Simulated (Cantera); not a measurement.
## Adiabatic ignition

An adiabatic, constant-volume homogeneous reactor starts with 9.12 % CH4, 0.310 % H2, 14.1 % O2, 76.4 % N2, at 1275 K and 1.00 bar.

Detailed kinetics in Cantera: GRI-Mech 3.0 (53 species, 325 reactions).

```csv
t (s),T (K),P (bar),x CH4,x H2,x O2,x H2O,x HCO,x NO
3.00e-6,1275,1.00,0.0912,0.00310,0.141,2.12e-10,<1e-12,<1e-12
6.29e-6,1275,1.00,0.0912,0.00310,0.141,7.09e-10,<1e-12,<1e-12
1.32e-5,1275,1.00,0.0912,0.00310,0.141,2.03e-9,<1e-12,<1e-12
2.77e-5,1275,1.00,0.0912,0.00310,0.141,6.05e-9,<1e-12,<1e-12
5.80e-5,1275,1.000,0.0912,0.00310,0.141,2.09e-8,<1e-12,<1e-12
0.000122,1275,1.000,0.0912,0.00310,0.141,8.76e-8,<1e-12,<1e-12
0.000255,1275,1.000,0.0912,0.00310,0.141,4.38e-7,<1e-12,<1e-12
0.000535,1275,1.000,0.0912,0.00310,0.141,2.54e-6,1.72e-12,<1e-12
0.00112,1275,1.00,0.0912,0.00310,0.141,1.66e-5,2.23e-11,<1e-12
0.00235,1276,1.00,0.0911,0.00310,0.141,9.05e-5,2.00e-10,<1e-12
0.00493,1277,1.00,0.0908,0.00310,0.141,0.000342,8.84e-10,<1e-12
0.0103,1286,1.01,0.0895,0.00325,0.140,0.00143,5.03e-9,<1e-12
0.0217,2703,2.23,<1e-12,0.0336,0.00161,0.135,9.23e-8,0.00254
0.0455,2702,2.23,<1e-12,0.0337,0.00159,0.135,9.22e-8,0.00268
0.0954,2702,2.23,<1e-12,0.0337,0.00159,0.135,9.22e-8,0.00268
0.200,2702,2.23,<1e-12,0.0337,0.00159,0.135,9.22e-8,0.00268
```
x: mole fraction; the columns are a selection and need not sum to one.

The time of steepest temperature rise is 18.4 ms and the temperature at 0.200 s comes out as 2702 K. The equilibrium temperature is 2702 K and the x(CH4) at 0.200 s is <1e-12 (gas-phase equilibrium <1e-12). The x(H2) at 0.200 s is 0.0337 (gas-phase equilibrium 0.0337) and the x(O2) at 0.200 s comes out as 0.00159 (gas-phase equilibrium 0.00159).
